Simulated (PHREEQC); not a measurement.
# Reverse-osmosis reject

Synthetic water in mmol/kgw, 45 °C, pH 6.6, pe 12.7: Na 101; K 0.862; Ca 15.1; Mg 5.52; Cl 134; S(6) 3.35; Alkalinity (meq/kgw) 0.221; Sr 0.917.

Valence states are taken as typed.

Model: ion-association model, phreeqc.dat, run in PHREEQC.

This is a speciation only: nothing precipitates in the calculation.

### Question
Estimate the specific conductance.

### Answer
specific conductance 20800 µS/cm.

### Question
In which forms is Ca present?

### Answer
Ca+2 96 %, CaSO4 3.8 % of the Ca.

Species that the database lacks are ignored. At this temperature some constants are extrapolated from 25 °C, and those without enthalpy data are left unchanged.
